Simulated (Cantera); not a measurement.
Cantera with NASA thermochemical tables; ideal gases at 1 bar, condensed phases pure. Values are per mole of reaction as written; species without (g) are pure solids or liquids, kept so even where they would boil at 1 bar.

Q: Between 1573 and 2173 K, where is each reaction favourable under standard conditions?
- O2(g) + Zr → ZrO2

A: 
- O2(g) + Zr → ZrO2: ΔG° is -804 kJ at 1573 K and -697 kJ at 2173 K; it stays negative (K > 1). ΔH° is -1101 kJ and ΔS° -186 J/K at 2173 K.
